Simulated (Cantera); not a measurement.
Cantera run, input and output.

```python
import numpy as np
import cantera as ct

surf = ct.Interface("ptcombust.yaml", "Pt_surf")
gas = surf.adjacent["gas"]
gas.TPX = 450, 250000, {'H2': 0.023, 'O2': 0.19, 'N2': 0.79}
surf.TP = 450, 250000
reactor = ct.FlowReactor(gas, clone=False)
reactor.area = 0.0001  # m2
reactor.surface_area_to_volume_ratio = 160  # 1/m
reactor.mass_flow_rate = 2.4 * reactor.area * gas.density  # inlet velocity 2.4 m/s
reactor.energy_enabled = False
wall = ct.ReactorSurface(surf, reactor, clone=False)
net = ct.ReactorNet([reactor])
net.rtol, net.atol = 1e-8, 1e-16
show, cover = ['H2', 'O2', 'H2O'], ['PT(S)', 'H(S)', 'O(S)', 'OH(S)', 'CO(S)', 'C(S)']

rows = []
print(f"{'z/m':>9s}{'u/(m/s)':>9s}" + "".join(f"{s:>13s}" for s in show + cover))
for z in [0.00035, 0.00067, 0.0013, 0.0025, 0.0048, 0.0093, 0.018, 0.035]:
    net.advance(z)
    rows.append([reactor.speed, *gas[show].X, *surf[cover].coverages])
    print(f"{z:9.4g}{rows[-1][0]:9.3g}" + "".join(f"{x:13.4e}" for x in rows[-1][1:]))
```

Output:

```
      z/m  u/(m/s)           H2           O2          H2O        PT(S)         H(S)         O(S)        OH(S)        CO(S)         C(S)
  0.00035      2.4   2.0883e-02   1.8859e-01   2.0724e-03   1.5150e-01   1.1678e-06   7.1179e-01   1.3525e-01   1.0225e-25   1.2988e-30
  0.00067      2.4   1.9297e-02   1.8794e-01   3.6761e-03   1.4049e-01   9.8837e-07   7.2062e-01   1.3724e-01  -1.4811e-25  -1.9920e-30
   0.0013     2.39   1.6774e-02   1.8691e-01   6.2291e-03   1.2279e-01   7.3488e-07   7.3674e-01   1.3862e-01   6.2693e-24   1.5236e-28
   0.0025     2.39   1.3403e-02   1.8553e-01   9.6392e-03   9.8843e-02   4.5760e-07   7.6250e-01   1.3673e-01  -2.6437e-25   1.1418e-30
   0.0048     2.38   9.6439e-03   1.8398e-01   1.3441e-02   7.1719e-02   2.2918e-07   7.9803e-01   1.2850e-01  -3.4243e-26   3.5008e-31
   0.0093     2.38   6.2010e-03   1.8257e-01   1.6924e-02   4.6472e-02   9.1316e-08   8.3938e-01   1.1280e-01   1.1541e-24   1.1567e-29
    0.018     2.38   3.6544e-03   1.8153e-01   1.9500e-02   2.7544e-02   3.0662e-08   8.7891e-01   9.2649e-02   7.4307e-24  -6.6034e-34
    0.035     2.37   2.0214e-03   1.8086e-01   2.1152e-02   1.5293e-02   9.1324e-09   9.1205e-01   7.2128e-02   1.0294e-23   1.3314e-28
```

Computed with Cantera and Deutschmann's 1995 Pt surface mechanism with GRI-Mech 3.0 gas chemistry. Catalytic surfaces can have several steady states; this one follows from the mechanism file's or the stated starting coverage. Mass transfer to the wall is taken as infinitely fast.
